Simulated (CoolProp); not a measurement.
Saturation properties of tetrahydrofuran.

Model: reference Helmholtz-energy equation of state, Fiedler 2023, in CoolProp.

```tsv
T (°C)	p (bar)	liquid density (kg/m³)	vapour density (kg/m³)	enthalpy of vaporisation (kJ/kg)	liquid cp (kJ/(kg K))
79.65	1.550	819.6	3.962	405.9	1.942
90.85	2.133	806.1	5.343	397.1	1.992
101.95	2.865	792.5	7.051	388.0	2.042
113.05	3.775	778.5	9.156	378.5	2.094
124.15	4.889	764.1	11.72	368.5	2.147
135.25	6.236	749.2	14.82	358.0	2.204
146.35	7.842	733.8	18.55	346.8	2.263
157.45	9.738	717.7	23.01	334.9	2.326
168.65	11.98	700.7	28.38	322.0	2.396
179.75	14.55	682.9	34.76	308.2	2.473
190.85	17.52	664.0	42.43	293.1	2.561
```

It boils at 65.9 °C under 1 atm.
